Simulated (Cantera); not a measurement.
# SiH₂Cl₂ + N₂ (silicon epitaxy and polysilicon growth)

Feed: 1 mol SiH₂Cl₂, a varied amount of N₂, equilibrated at 1400 K and 0.0140 bar.

Equilibrium computed with Cantera from the NASA thermochemical tables; the gas is ideal and each condensed phase is pure. Candidate condensed phases: NH₄Cl, Si, Si₃N₄; 28 gas species. N₂ is the only nitrogen source here; it is nearly inert below about 1500 K, so the nitride shown seldom forms there in practice. The tables' values for SiCl₃ are old estimates; treat these amounts as uncertain. The numbers say what is thermodynamically allowed, not how fast it happens.

From 15 mol N₂ to 99 mol N₂ the condensed part is Si₃N₄(s). The main Si-bearing gas is SiCl₂ throughout.

| n(N₂) (mol) | log p N₂ | log p HCl | log p H₂ | log p SiCl₂ | log p SiCl₄ | n Si₃N₄(s) |
|---|---|---|---|---|---|---|
| 15 | -1.91 | -2.93 | -3.59 | -4.02 | -4.26 | 0.260 |
| 23 | -1.89 | -3.09 | -3.78 | -4.15 | -4.52 | 0.262 |
| 31 | -1.88 | -3.20 | -3.92 | -4.25 | -4.71 | 0.263 |
| 40 | -1.87 | -3.30 | -4.05 | -4.34 | -4.88 | 0.263 |
| 48 | -1.87 | -3.38 | -4.13 | -4.40 | -5.01 | 0.264 |
| 57 | -1.87 | -3.45 | -4.21 | -4.46 | -5.13 | 0.264 |
| 65 | -1.87 | -3.50 | -4.27 | -4.51 | -5.22 | 0.264 |
| 73 | -1.87 | -3.55 | -4.33 | -4.55 | -5.30 | 0.264 |
| 82 | -1.86 | -3.60 | -4.38 | -4.59 | -5.38 | 0.264 |
| 90 | -1.86 | -3.64 | -4.43 | -4.63 | -5.45 | 0.265 |
| 99 | -1.86 | -3.68 | -4.47 | -4.66 | -5.52 | 0.265 |
log p: log10 of the partial pressure in bar; n: condensed amount in mol.
